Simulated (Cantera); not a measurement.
A closed system holds: 1 mol B, 1.6 mol O2, 13 mol N2, equilibrated at 7.50 Torr.

These are equilibrium values from Cantera (NASA tables, ideal gas, pure condensed phases), not measurements of a reactor. Candidate condensed phases: B, BN, B2O3; 17 gas species. Kinetics and transport are ignored.

Task: Which condensed phases are stable at each of these points (T (°C)): 827, 902, 977, 1052, 1127, 1202, 1277, 1352, 1427?

Result: 
| T (°C) | condensed phases | B condensed (%) |
|---|---|---|
| 827 | B2O3(l) | 100.0 |
| 902 | B2O3(l) | 100.0 |
| 977 | B2O3(l) | 100.0 |
| 1052 | B2O3(l) | 99.9 |
| 1127 | B2O3(l) | 99.3 |
| 1202 | B2O3(l) | 96.3 |
| 1277 | B2O3(l) | 83.2 |
| 1352 | B2O3(l) | 33.7 |
| 1427 | gas only | 0.0 |

From 827 °C to 1352 °C the condensed part is B2O3(l). At 1427 °C nothing is condensed.
